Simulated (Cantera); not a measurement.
Charge: 1 mol CaO, 1.1 mol HF, 0.7 mol N2, at 0.00133 bar.

These are equilibrium values from Cantera (NASA tables, ideal gas, pure condensed phases), not measurements of a reactor. Candidate condensed phases: Ca, CaF2, CaO, Ca(OH)2, H2O; 47 gas species. Kinetics and transport are ignored. All values below are at 1575 °C.

Base state: HF 0.396, N2 0.387, CaF2 0.106, H2O 0.100, H2 0.00498, O2 0.00210, OH 0.00151, H 0.00102 (mole fractions); condensed: CaO(s).

Task: What changes in the equilibrium state with this change: CaO replaced by B2O3?

Result: 
| species | before | after |
|---|---|---|
| BOF | 0 | 0.354 |
| N2 | 0.387 | 0.249 |
| HBO2 | 0 | 0.222 |
| HF | 0.396 | 0.0375 |
| CaF2 | 0.106 | 0 |
| B2O3 | 0 | 0.0655 |
| H2O | 0.100 | 0.0605 |
| BO2 | 0 | 0.00434 |
| BO | 0 | 0.000187 |
| CaF | 0.000113 | 0 |
| HBO | 0 | 5.03e-5 |
| CaO(s), mol | 0.808 | 0 |
Further candidate phases: B, BN, B2O3, B3O3H3.
